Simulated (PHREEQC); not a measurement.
Solution (25 °C): 0.82 mol KCl and 0.081 mol NaCl per kg of water. Closed to the air; pH follows from the charge balance.

Computed with PHREEQC (Pitzer model, pitzer.dat).

Each row changes one thing in this solution. This is a speciation only: nothing precipitates in the calculation.

| case | SI of Sylvite (KCl) | SI of Halite (NaCl) |
|---|---|---|
| as made | -1.46 | -3.12 |
| temperature from 25 to 50 °C | -1.67 | -3.15 |
| NaCl from 0.081 to 0.0729 mol/kgw | -1.46 | … |
| KCl from 0.82 to 0.738 mol/kgw | … | -3.15 |
| diluted 10-fold with water | … | … |
| diluted 2-fold with water | -2.00 | -3.67 |

Task: Fill in the missing entries.

Result: 
- NaCl from 0.081 to 0.0729 mol/kgw, SI of Halite (NaCl): -3.17
- KCl from 0.82 to 0.738 mol/kgw, SI of Sylvite (KCl): -1.54
- diluted 10-fold with water, SI of Sylvite (KCl): -3.25
- diluted 10-fold with water, SI of Halite (NaCl): -4.93

At this temperature some constants are extrapolated from 25 °C, and those without enthalpy data are left unchanged.
